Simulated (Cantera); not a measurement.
# Low-pressure radical oxidation in H2/O2

An isothermal, constant-pressure homogeneous reactor starts with H2 : O2 = 0.016 : 1 (molar parts), equivalence ratio 0.0080, at 1325 K and 6.53 Torr.

Model: the H2/O2 subset of GRI-Mech 3.0, which has no nitrogen chemistry, integrated in Cantera. Radical loss at walls, strong at low pressure, is not modelled.

```json
[
 {"t (s)": "0.000800", "x H2": "0.0157", "x O2": "0.984", "x OH": "1.48e-7", "x HO2": "6.31e-8", "x H2O": "1.50e-7", "x H": "3.02e-8"},
 {"t (s)": "0.00205", "x H2": "0.0157", "x O2": "0.984", "x OH": "4.28e-6", "x HO2": "1.65e-7", "x H2O": "6.11e-6", "x H": "8.08e-7"},
 {"t (s)": "0.00528", "x H2": "0.00606", "x O2": "0.976", "x OH": "0.00323", "x HO2": "8.01e-7", "x H2O": "0.00757", "x H": "0.000991"},
 {"t (s)": "0.0136", "x H2": "9.73e-5", "x O2": "0.970", "x OH": "0.00172", "x HO2": "5.48e-7", "x H2O": "0.0144", "x H": "0.000784"},
 {"t (s)": "0.0348", "x H2": "9.27e-5", "x O2": "0.970", "x OH": "0.00168", "x HO2": "5.37e-7", "x H2O": "0.0145", "x H": "0.000733"},
 {"t (s)": "0.0894", "x H2": "8.34e-5", "x O2": "0.972", "x OH": "0.00159", "x HO2": "5.12e-7", "x H2O": "0.0146", "x H": "0.000620"},
 {"t (s)": "0.230", "x H2": "6.46e-5", "x O2": "0.975", "x OH": "0.00141", "x HO2": "4.54e-7", "x H2O": "0.0148", "x H": "0.000417"},
 {"t (s)": "0.590", "x H2": "3.73e-5", "x O2": "0.979", "x OH": "0.00107", "x HO2": "3.45e-7", "x H2O": "0.0152", "x H": "0.000179"},
 {"t (s)": "1.52", "x H2": "1.40e-5", "x O2": "0.982", "x OH": "0.000657", "x HO2": "1.99e-7", "x H2O": "0.0155", "x H": "4.04e-5"},
 {"t (s)": "3.89", "x H2": "3.56e-6", "x O2": "0.984", "x OH": "0.000332", "x HO2": "8.21e-8", "x H2O": "0.0157", "x H": "5.12e-6"},
 {"t (s)": "10.0", "x H2": "7.61e-7", "x O2": "0.984", "x OH": "0.000154", "x HO2": "2.80e-8", "x H2O": "0.0158", "x H": "5.05e-7"}
]
```
x: mole fraction; the columns are a selection and need not sum to one.

Equilibrium at this temperature and pressure: H2 2.31e-8, O2 0.984, OH 2.68e-5, HO2 1.83e-8, H2O 0.0159, H 2.69e-9 (gas phase only).
